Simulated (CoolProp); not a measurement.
Vapour pressure (MPa) of propylene: the reference equation beside estimates from Tc = 364.2 K, pc = 4.555 MPa, ω = 0.146. Clausius-Clapeyron is anchored at 270.3 K with a constant enthalpy of vaporisation of 16.07 kJ/mol.

Values from CoolProp's reference Helmholtz-energy equation of state, Lemmon 2013.

```tsv
T (K)	reference	Clausius-Clapeyron	van der Waals	Soave-Redlich-Kwong
235.4	0.1554	0.1857	0.6001	0.1544
244.1	0.2195	0.2488	0.7287	0.2187
252.9	0.3029	0.3277	0.8762	0.3027
261.6	0.4071	0.4225	1.040	0.4078
270.3	0.5359	0.5359	1.222	0.5383
279	0.6929	0.6698	1.424	0.6975
287.8	0.8837	0.8278	1.649	0.8915
296.5	1.108	1.008	1.892	1.120
305.2	1.371	1.214	2.157	1.387
313.9	1.677	1.447	2.443	1.699
322.7	2.034	1.711	2.756	2.062
331.4	2.440	2.003	3.088	2.473
340.1	2.903	2.325	3.443	2.940
348.8	3.430	2.679	3.823	3.465
357.6	4.038	3.070	4.231	4.062
```

Absolute difference from the reference over all 15 rows, mean and median: Clausius-Clapeyron 12.5 and 13.3 %, van der Waals 96.9 and 70.8 %, Soave-Redlich-Kwong 0.8 and 0.9 %.
